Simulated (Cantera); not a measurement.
What does this Cantera script print?

```python
import numpy as np
import cantera as ct

gas_names = """
    H2 O
""".split()
cond_names = """
    Sr(a) Sr(b) Sr(L) SrO2H2(s) SrO2H2(L)
""".split()


def load(file, names, dense=False):
    # The tables refer to 1 bar. Condensed volumes are neglected.
    table = {s.name: s for s in ct.Species.list_from_file(file)}
    out = []
    for n in names:
        d = dict(table[n].input_data)
        d["thermo"] = dict(d["thermo"], **{"reference-pressure": 1e5})
        if dense:
            d["equation-of-state"] = {"model": "constant-volume", "density": "1e6 g/cm^3"}
        out.append(ct.Species.from_dict(d))
    return out


species = {s.name: s for s in load("nasa_gas.yaml", gas_names) + load("nasa_condensed.yaml", cond_names)}
# Each term lists the table entries of one substance; the one whose range holds T is used.
reactions = {
    'H2(g) + Sr + 2 O(g) = Sr(OH)2':
        [(-1, ['H2']), (-1, ['Sr(a)', 'Sr(b)', 'Sr(L)']), (-2, ['O']), (1, ['SrO2H2(s)', 'SrO2H2(L)'])],
}


def pick(names, T):
    return next(species[n] for n in names if species[n].thermo.min_temp <= T <= species[n].thermo.max_temp)


results = []
for label, terms in reactions.items():
    print(label)
    print("     T/K   dH/kJ  dS/(J/K)   dG/kJ   log10 K")
    for T in [1100, 1200, 1300, 1400, 1500]:
        used = [(nu, pick(names, T)) for nu, names in terms]
        dH = sum(nu * s.thermo.h(T) for nu, s in used) / 1e6
        dS = sum(nu * s.thermo.s(T) for nu, s in used) / 1e3
        dG = dH - T * dS / 1e3
        logK = -dG * 1e6 / (ct.gas_constant * T * np.log(10))
        results.append((label, T, dH, dS, dG, logK, [s.name for _, s in used]))
        print(f"{T:8g} {dH:8.1f} {dS:8.1f} {dG:8.1f} {logK:8.2f}")
```

It prints:

```
H2(g) + Sr + 2 O(g) = Sr(OH)2
     T/K   dH/kJ  dS/(J/K)   dG/kJ   log10 K
    1100  -1434.8   -372.6  -1024.9    48.67
    1200  -1430.0   -368.5   -987.8    43.00
    1300  -1425.2   -364.6   -951.2    38.22
    1400  -1420.5   -361.1   -914.9    34.13
    1500  -1415.8   -357.9   -878.9    30.61
```

Source: NASA polynomial tables (part measured, part estimated), evaluated in Cantera. Condensed species are held in their standard states even where they would react or evaporate.
